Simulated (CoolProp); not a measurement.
Computed with CoolProp (reference Helmholtz-energy equation of state, Aleksandrov 2011). It is a short technical equation, of lower accuracy than the large ones.

Give the vapour pressure (kPa), liquid density (kg/m³), vapour density (kg/m³), enthalpy of vaporisation (kJ/kg) of saturated n-undecane at 412 K.


```tsv
T (K)	p (kPa)	liquid density (kg/m³)	vapour density (kg/m³)	enthalpy of vaporisation (kJ/kg)
412	19.7	648	0.917	298
```
